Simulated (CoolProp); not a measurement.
Values from CoolProp's reference Helmholtz-energy equation of state, Lemmon 2006. It is a short technical equation, of lower accuracy than the large ones.

Question: Give the vapour pressure (MPa), liquid density (kg/m³), vapour density (kg/m³), surface tension (mN/m) of saturated isohexane at 99.95, 106.85, 113.75 °C.

Answer: 
| T (°C) | p (MPa) | liquid density (kg/m³) | vapour density (kg/m³) | surface tension (mN/m) |
|---|---|---|---|---|
| 99.95 | 0.308 | 574 | 9.56 | 9.61 |
| 106.85 | 0.364 | 566 | 11.2 | 8.98 |
| 113.75 | 0.427 | 558 | 13.2 | 8.36 |

Surface tension comes from a separate correlation (Mulero 2012).
